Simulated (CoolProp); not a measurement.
A closed Brayton cycle with dry air: compressor inlet 329.15 K and 0.34 MPa, high pressure 0.945 MPa, turbine inlet 855 K, compressor efficiency 0.85, turbine efficiency 0.9, recuperator effectiveness 0.9 (on enthalpy, no pinch check). Each further row changes one setting.

Computed with CoolProp (reference Helmholtz-energy equation of state, Lemmon 2000). It is a pseudo-pure fit of the blend.

```
case                           thermal efficiency (%)  net work (kJ/kg)  compressor to turbine work  compressor exit (K)  turbine exit (K)
-----------------------------  ----------------------  ----------------  --------------------------  -------------------  ----------------
as stated                                        30.0              66.4                        0.67                459.5             673.2
turbine inlet 805 K                              26.6              54.6                        0.71                459.5             632.4
compressor inlet 339.15 K                         ___              62.4                         ___                473.2             673.2
high pressure 0.803 MPa                          31.3              62.0                        0.64                  ___             699.4
recuperator effectiveness 0.5                    21.4              66.4                        0.67                459.5             673.2
```

Q: Some entries are withheld; supply them.

A: 
- compressor inlet 339.15 K, thermal efficiency (%): 28.4
- compressor inlet 339.15 K, compressor to turbine work: 0.69
- high pressure 0.803 MPa, compressor exit (K): 436.3
